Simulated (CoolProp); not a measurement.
Diethyl ether along the isobar 4580 kPa: fugacity coefficient from the reference equation and from simpler models built on Tc = 194.7 °C, pc = 3717 kPa, ω = 0.282; each cubic takes its own stable root.

The numbers come from the reference Helmholtz-energy equation of state, Thol 2014 in CoolProp.

```csv
T (°C),phase,reference
113.75,liquid,0.1874
131.65,liquid,0.2540
149.55,liquid,0.3310
167.45,liquid,0.4164
185.35,liquid,0.5069
203.25,supercritical,0.5962
221.15,supercritical,0.6618
239.05,supercritical,0.7066
256.95,supercritical,0.7428
274.85,supercritical,0.7733
```

**Question.** How far does each simpler model (van der Waals, Soave-Redlich-Kwong) lie from the reference over these 10 states: mean and median of the absolute difference, and the worst?

**Answer.** 
- van der Waals: mean 22.5 %, median 9.0 %, worst +83.4 % at 113.75 °C and 4580 kPa
- Soave-Redlich-Kwong: mean 2.6 %, median 2.8 %, worst +4.0 % at 149.55 °C and 4580 kPa
